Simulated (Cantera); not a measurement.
Input (Python, Cantera) and output of one run.

```python
import numpy as np
import cantera as ct

gas_names = """
    H H2 N NH NH2 NH3 N2 N2H2 N2H4 V VN
""".split()
cond_names = """
    V(cr) V(L) VN(s)
""".split()


# ... load() reads the species with a 1 bar reference pressure and builds the phases ...
atoms = {
    'V': {'V': 1},
    'NH3': {'N': 1, 'H': 3},
}
top_T = {'VN(s)': 2300}  # K; cautious upper limits of use, not melting points


# ... equilibrate(T, P, feed) seeds the gas with the atoms and calls Mixture.equilibrate('TP', solver="vcs", rtol=1e-11, max_steps=5000) ...
results = []
T = 1175  # K
P = 1333.22  # Pa
for m in [0.14, 0.23, 0.39, 0.65, 1.1, 1.8, 3, 5.1, 8.4, 14]:
    feed = {'V': 1, 'NH3': m}  # mol
    mix = equilibrate(T, P, feed)
    results.append((T, P, feed, dict(zip(mix.species_names, mix.species_moles))))

top = {s: max(r[3][s] / sum(r[3][g] for g in gas_names) for r in results) for s in gas_names}
cols = sorted((s for s in top if top[s] > 1e-06), key=lambda s: -top[s])[:9]
seen = [c for c in cond_names if any(r[3].get(c, 0) > 1e-12 for r in results)]
print("log10 of partial pressures in bar; condensed amounts in mol")
print(f"{'n(NH3)':>10s}" + "".join(f"{s[:9]:>10s}" for s in cols + seen))
for T, P, feed, n in results:
    ng = sum(n[g] for g in gas_names)
    print(f"{feed['NH3']:10.4g}" + "".join(f"{np.log10(max(n[s] / ng * P / 1e5, 1e-99)):10.3f}" for s in cols)
          + "".join(f"{n.get(c, 0):10.4g}" for c in seen))
```

Output:

```
log10 of partial pressures in bar; condensed amounts in mol
    n(NH3)        H2        N2         H     V(cr)     VN(s)
      0.14    -1.875   -10.405    -7.849      0.86      0.14
      0.23    -1.875   -10.405    -7.849      0.77      0.23
      0.39    -1.875   -10.405    -7.849      0.61      0.39
      0.65    -1.875   -10.405    -7.849      0.35      0.65
       1.1    -1.888    -3.407    -7.856         0         1
       1.8    -1.935    -2.764    -7.879         0         1
         3    -1.962    -2.615    -7.893         0         1
       5.1    -1.978    -2.550    -7.901         0         1
       8.4    -1.987    -2.519    -7.905         0         1
        14    -1.992    -2.502    -7.908         0         1
```

These are equilibrium values from Cantera (NASA tables, ideal gas, pure condensed phases), not measurements of a reactor. Mutual solubility and eutectic melting of coexisting phases are not modelled. VN: taken at fixed stoichiometry. Condensed phases not in the tables: V2N, N, O or C dissolved in the metal.
